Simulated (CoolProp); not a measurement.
Vapour-liquid equilibrium of R1234yf (1) + R1234ze(E) (2) at 187.8 K; x and y are mole fractions of (1).

The numbers come from the multi-fluid Helmholtz-energy mixture model, Lemmon 2022 and Thol 2016; pair parameters Bell 2022 in CoolProp.

### Question
Give the bubble pressure and the first vapour's composition at x = 0.125, 0.275, 0.65. Is there an azeotrope?

### Answer
x = 0.125: 0.001856 MPa, y = 0.258; x = 0.275: 0.002169 MPa, y = 0.469; x = 0.65: 0.002894 MPa, y = 0.802. No azeotrope shows between x = 0.05 and 0.95.

The pair parameters rest on a limited set of measurements; away from them the model extrapolates.
